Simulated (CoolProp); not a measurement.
Normal hydrogen at 307.07 K and 0.278 MPa flows at 2.3 m/s in a round tube of 1 mm bore and 1.5 µm roughness, fully developed (64/Re and Nu = 3.66 if laminar; Colebrook and Gnielinski if turbulent). Each further row changes one setting.

Computed with CoolProp (reference Helmholtz-energy equation of state, Leachman 2009).

```json
[
 {"case": "as stated", "Reynolds number": "55.5", "Darcy friction factor": "?", "pressure drop (Pa/m)": "669", "heat-transfer coefficient (W/(m² K))": "697", "mass flow (kg/h)": "0.00143"},
 {"case": "velocity 4.6 m/s", "Reynolds number": "111", "Darcy friction factor": "0.577", "pressure drop (Pa/m)": "?", "heat-transfer coefficient (W/(m² K))": "697", "mass flow (kg/h)": "?"},
 {"case": "diameter 2 mm", "Reynolds number": "111", "Darcy friction factor": "0.577", "pressure drop (Pa/m)": "?", "heat-transfer coefficient (W/(m² K))": "348", "mass flow (kg/h)": "0.00570"}
]
```

Question: Fill in the missing entries.

Answer: 
- as stated, Darcy friction factor: 1.15
- velocity 4.6 m/s, pressure drop (Pa/m): 1340
- velocity 4.6 m/s, mass flow (kg/h): 0.00285
- diameter 2 mm, pressure drop (Pa/m): 167

Viscosity comes from a separate model (Muzny 2013). Thermal conductivity comes from a separate model (Assael 2011).
